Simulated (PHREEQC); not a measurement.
Dissolve 0.043 mol/kgw HF, 0.0002 mol/kgw KF and 4.6e-05 mol/kgw H2SO4 at 25 °C. Closed to the air; pH follows from the charge balance.

The numbers come from PHREEQC with the ion-association model, phreeqc.dat.

Precipitation was switched off in this run.

Q: Predict the pH.

A: pH 2.28.

Q: In which forms is S present?

A: SO4-2 71 %, HSO4- 29 % of the S.
